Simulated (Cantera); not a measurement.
What does this Cantera script print?

```python
import numpy as np
import cantera as ct

gas = ct.Solution("gri30.yaml")
gas.TPX = 1800, 780, {'C2H6': 1, 'H2': 22}
inlet = ct.Reservoir(gas, clone=True)

reactor = ct.IdealGasConstPressureReactor(gas, energy="off", clone=False)
exhaust = ct.Reservoir(gas, clone=True)
tau = [12, 1.8, 0.28, 0.044, 0.0067, 0.001, 0.00016][0]
for a, b in ((inlet, reactor), (reactor, exhaust)):
    ct.MassFlowController(a, b, mdot=lambda t: reactor.mass / tau)
net = ct.ReactorNet([reactor])
show = ['C2H6', 'H2', 'CH3', 'CH2', 'C2H2', 'H']

rows = []
print(f"{'tau/s':>10s}{'T/K':>9s}" + "".join(f"{s:>11s}" for s in show))
for tau in [12, 1.8, 0.28, 0.044, 0.0067, 0.001, 0.00016]:
    net.initial_time = 0.0
    net.advance(30 * tau)
    before = gas.X
    net.advance(40 * tau)
    drift = np.max(np.abs(gas.X - before) / (gas.X + 1e-9))
    rows.append([gas.T, *gas[show].X, drift])
    print(f"{tau:10.3e}{gas.T:9.1f}" + "".join(f"{x:11.3e}" for x in gas[show].X))
```

Result:

```
     tau/s      T/K       C2H6         H2        CH3        CH2       C2H2          H
 1.200e+01   1800.0  6.390e-07  9.543e-01  2.769e-04  1.146e-06  3.817e-02  3.754e-03
 1.800e+00   1800.0  4.319e-06  9.513e-01  6.883e-04  2.545e-06  3.546e-02  3.654e-03
 2.800e-01   1800.0  2.633e-05  9.450e-01  1.585e-03  5.309e-06  3.016e-02  3.867e-03
 4.400e-02   1800.0  1.460e-04  9.359e-01  3.280e-03  1.028e-05  2.236e-02  4.536e-03
 6.700e-03   1800.0  7.985e-04  9.272e-01  5.822e-03  1.739e-05  1.371e-02  5.511e-03
 1.000e-03   1800.0  4.578e-03  9.253e-01  8.694e-03  2.348e-05  5.692e-03  5.880e-03
 1.600e-04   1800.0  2.179e-02  9.394e-01  9.353e-03  1.681e-05  5.491e-04  3.740e-03
```

Cantera simulation using GRI-Mech 3.0 (53 species, 325 reactions); the numbers are that mechanism's predictions, not measurements. GRI-Mech 3.0 stops at C3 and has no aromatics, soot or wall deposition, so with more carbon than oxygen in the feed, carbon stays in small species such as C2H2 where larger ones or solid carbon would form. Radical loss at walls, strong at low pressure, is not modelled.
